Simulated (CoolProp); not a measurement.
A single-stage vapour-compression cycle with chlorine: evaporating at 205.15 K (dew point), condensing at 233.15 K (bubble point), superheat 0 K, subcooling 2 K, compressor efficiency 0.6, no pressure losses. Each further row changes one setting.

Values from CoolProp's reference Helmholtz-energy equation of state, Thol 2021.

| case | cooling COP | pressure ratio | discharge temperature (K) | refrigerating effect (kJ/kg) | volumetric capacity (kJ/m³) |
|---|---|---|---|---|---|
| as stated | 3.83 | 4.53 | 360.5 | 281 | 200 |
| evaporating temperature 210.15 K | 4.92 | 3.34 | 332.8 | 283 | 267 |
| condensing temperature 228.15 K | (withheld) | 3.57 | 332.8 | 286 | 203 |
| subcooling 7 K | 3.89 | 4.53 | 360.5 | 286 | 203 |
| superheat 10 K | (withheld) | 4.53 | (withheld) | (withheld) | 194 |
| compressor efficiency 0.5 | 3.19 | 4.53 | 390.0 | 281 | 200 |

### Question
What belongs in the gaps?

### Answer

- condensing temperature 228.15 K, cooling COP: 4.78
- superheat 10 K, cooling COP: 3.71
- superheat 10 K, discharge temperature (K): 376.7
- superheat 10 K, refrigerating effect (kJ/kg): 285
